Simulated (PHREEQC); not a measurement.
A solution holds 0.0076 mol/kgw Cu(BF4)2, 0.012 mol/kgw HBF4 and 0.19 mol/kgw Na2SO4, at 25 °C. Closed to the air; pH follows from the charge balance.

Model: ion-association model, phreeqc.dat, run in PHREEQC.

**Question.** The ionic strength comes out as 0.476 mol/kgw. What activity coefficients do BF2(OH)2-, HSO4-, SO4-2, NaSO4-, Na+ get?

**Answer.** BF2(OH)2- 0.73, HSO4- 0.73, SO4-2 0.21, NaSO4- 0.70, Na+ 0.72.

This is a speciation only: nothing precipitates in the calculation. Species that the database lacks are ignored. Real BF4- forms and hydrolyses slowly; the run takes it at equilibrium.
